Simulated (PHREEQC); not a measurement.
**Sulfide liquor: an equilibrium model**

A solution holds 0.0042 mol NaHS and 0.0008 mol NaOH per kg of water, at 25 °C and 10 atm. Closed to the air; pH follows from the charge balance.

The numbers come from PHREEQC with the ion-association model, phreeqc.dat.

No solid was allowed to form.

Q: Estimate the pH, specific conductance, ionic strength.

A: pH 10.84; specific conductance 639 µS/cm; ionic strength 0.00504 mol/kgw.
